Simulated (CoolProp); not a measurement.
Dimethyl ether along the isobar 27800 kPa: density (kg/m³) from the reference equation and from simpler models built on Tc = 400.4 K, pc = 5337 kPa, ω = 0.196; each cubic takes its own stable root.

Values from CoolProp's reference Helmholtz-energy equation of state, Wu 2011.

```tsv
T (K)	phase	reference
264.1	liquid	744.1
296.2	liquid	706.3
328.4	liquid	666.8
360.5	liquid	625.7
392.7	liquid	582.2
424.8	supercritical	536.7
456.9	supercritical	489.1
489.1	supercritical	440.7
```

Task: How far does each simpler model (van der Waals, Redlich-Kwong, Peng-Robinson) lie from the reference over these 8 states: mean and median of the absolute difference, and the worst?

Result: 
- van der Waals: mean 28.6 %, median 29.8 %, worst -35.4 % at 264.1 K and 27800 kPa
- Redlich-Kwong: mean 7.7 %, median 8.1 %, worst -8.6 % at 264.1 K and 27800 kPa
- Peng-Robinson: mean 2.9 %, median 3.4 %, worst +4.5 % at 296.2 K and 27800 kPa
